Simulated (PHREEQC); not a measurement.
Model water analysis in mg/L, 25 °C, pH 7.02, pe -1.6:

```
constituent          mg/L
------------------  -----
Na                   2260
K                    1100
Ca                   1060
Mg                    182
Cl                   5770
S(6) as SO4          1110
Alkalinity as HCO3  0.508
Si as SiO2           90.1
Fe(2)                7.04
```

Cl is adjusted to close the charge balance.
Valence states are taken as typed.

Computed with PHREEQC (ion-association model, phreeqc.dat).

Each row changes one thing in this solution. This is a speciation only: nothing precipitates in the calculation.

```tsv
case	ionic strength (mol/kgw)	SO4-2 (mol/kgw)	Fe+2 (mol/kgw)	HCO3- (mol/kgw)	H3SiO4- (mol/kgw)	CO2 (mol/kgw)	SI of SiO2(a) (SiO2)	SI of Gypsum (CaSO4:2H2O)
as made	0.227	0.00694	0.000108	3.99e-6	3.47e-6	6.04e-7	-0.08	-0.26
S(6) from 1110 to 555 mg/L	0.229	(withheld)	0.000113	3.94e-6	(withheld)	5.95e-7	-0.08	-0.55
pH from 7.02 to 6.72 at the same alkalinity	0.227	0.00694	0.000108	5.82e-6	(withheld)	1.76e-6	-0.08	-0.26
```

Task: What belongs in the gaps?

Result: 
- S(6) from 1110 to 555 mg/L, SO4-2 (mol/kgw): 0.00342
- S(6) from 1110 to 555 mg/L, H3SiO4- (mol/kgw): 3.48e-6
- pH from 7.02 to 6.72 at the same alkalinity, H3SiO4- (mol/kgw): 1.74e-6

Some of these states are supersaturated (in Quartz (slow to form), Chalcedony (slow to form), for instance).
